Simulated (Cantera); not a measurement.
Charge: 1 mol Si3H8, 0.019 mol HCl, 970 mol H2, held at 240 Pa.

These are equilibrium values from Cantera (NASA tables, ideal gas, pure condensed phases), not measurements of a reactor. Candidate condensed phases: Si; 19 gas species. The feed counts by its element totals alone. Rates play no part.

Task: At 1623 K, list the 4 most abundant gas species with their mole fractions, and the condensed phases.

Result: H2 0.998, H 0.00141, Si 6.52e-5, HCl 1.95e-5. Condensed: Si(s).
